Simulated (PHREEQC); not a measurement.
NaOH is added in steps, without added water, to 1 kg of water holding 0.0026 mol H2SO4 and 0.01 mol CuSO4, at 25 °C. O2 is buffered at 0.21 atm. The system is closed to CO2. The run lets Cu(OH)2, Brochantite, Antlerite, Mirabilite, Chalcanthite precipitate or redissolve, and no other solid.

Base run: PHREEQC, ion-association model, wateq4f.dat. Each further column changes one thing. The table gives pH.

```tsv
NaOH added (mol)	base	metal-ligand complexes left out	Davies equation for every ion	Debye-Hückel limiting law	all activity coefficients set to 1
0	2.49	2.53	2.50	2.51	2.47
0.0025	2.79	2.83	2.80	2.80	2.77
0.005625	4.51	4.38	4.52	4.57	4.41
0.008125	4.57	4.44	4.59	4.64	4.48
0.01125	4.69	4.55	4.70	4.74	4.60
0.01375	4.82	4.69	4.83	4.87	4.75
0.01688	5.17	5.03	5.18	5.21	5.10
0.01937	5.42	5.29	5.43	5.46	5.41
0.0225	8.48	8.49	8.48	8.44	8.61
0.025	8.50	8.51	8.49	8.45	8.63
```

The database's constant for dissolved Cu(OH)2 is higher than later reviews accept.
